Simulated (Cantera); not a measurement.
Charge: 1 mol SiF₄, 0.16 mol C₂H₄, 280 mol H₂, at 2325 °C and 5800 Pa.

Equilibrium computed with Cantera from the NASA thermochemical tables; the gas is ideal and each condensed phase is pure. Candidate condensed phases: C, C₆H₆, C₇H₈, C₈H₁₈, Si, SiC; 113 gas species. The tables' values for SiF, SiF₂ are old estimates; treat these amounts as uncertain. Gases not in the tables: Si₂H₆ and higher silanes. Rates play no part.

Base state: H₂ 0.839, H 0.145, HF 0.0128, Si 0.00282, C₂H₂ (acetylene) 0.000475, SiF 0.000179, SiH 0.000142, SiF₂ 6.28e-5 (mole fractions); condensed: gas only.

### Question
What changes in the equilibrium state with this change: temperature from 2325 °C to 702 °C?

### Answer
```
species             before    after
----------------  --------  -------
H₂                   0.839    0.995
SiF₄               2.10e-9  0.00349
CH₄                9.86e-7  0.00114
H                    0.145  4.74e-9
HF                  0.0128  7.15e-5
Si                 0.00282    <1e-9
C₂H₂ (acetylene)  0.000475    <1e-9
SiF               0.000179    <1e-9
SiH               0.000142    <1e-9
SiF₂               6.28e-5  1.04e-9
```

### Question
What changes in the equilibrium state with this change: SiF₄ replaced by Si(CH₃)₄?

### Answer
```json
[
 {"species": "H₂", "before": "0.839", "after": "0.845"},
 {"species": "H", "before": "0.145", "after": "0.145"},
 {"species": "C₂H₂ (acetylene)", "before": "0.000475", "after": "0.00637"},
 {"species": "HF", "before": "0.0128", "after": "0"},
 {"species": "Si", "before": "0.00282", "after": "0.00262"},
 {"species": "SiF", "before": "0.000179", "after": "0"},
 {"species": "SiF₂", "before": "6.28e-5", "after": "0"}
]
```
